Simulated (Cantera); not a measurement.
Feed: 1 mol CH₃F, 0.017 mol Si, at 700 °C and 3.30 Pa.

Method: chemical equilibrium by Gibbs-energy minimisation in Cantera with the NASA 1993 tables (ideal gas, pure condensed phases). Candidate condensed phases: C, C₆H₆, C₇H₈, C₈H₁₈, Si, SiC; 113 gas species. The numbers say what is thermodynamically allowed, not how fast it happens.

Base state: H₂ 0.521, HF 0.470, SiF₄ 0.00857 (mole fractions); condensed: C(graphite).

### Question
What changes in the equilibrium state with this change: Si from 0.017 to 0.048 mol?

### Answer
| species | before | after |
|---|---|---|
| H₂ | 0.521 | 0.561 |
| HF | 0.470 | 0.414 |
| SiF₄ | 0.00857 | 0.0246 |
| C(graphite), mol | 1.000 | 1.000 |
